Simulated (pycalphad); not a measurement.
# Effect of Si content in Al-Mg-Si

Computed with pycalphad from the COST 507 light-alloy database (1999), at 1 atm. The data set is of 1999 and partly superseded. Phase fractions are per mole of atoms. Diffusion is slow at the low end, where real alloys seldom reach equilibrium.

```
alloy                    liquidus (K)  first solid  solidus (K)                        phases at 350 K
-----------------------  ------------  -----------  -----------  -------------------------------------
Al-71.2Mg-3.5Si (at.%)            979        MG2SI          709  ALMG_GAMMA 0.61, hcp 0.29, MG2SI 0.11
Al-71.2Mg-10.5Si (at.%)             ?        MG2SI          709                                      ?
Al-71.2Mg-14Si (at.%)            1193        MG2SI          709  MG2SI 0.42, ALMG_GAMMA 0.35, hcp 0.23
```

Task: Fill in the missing entries.

Result: 
- Al-71.2Mg-10.5Si (at.%), liquidus (K): 1139
- Al-71.2Mg-10.5Si (at.%), phases at 350 K: ALMG_GAMMA 0.44, MG2SI 0.31, hcp 0.25

Database names, with the compositions (at.%) that they take in these runs: MG2SI: Mg 67 Si 33; ALMG_GAMMA: Mg 59 Al 40.
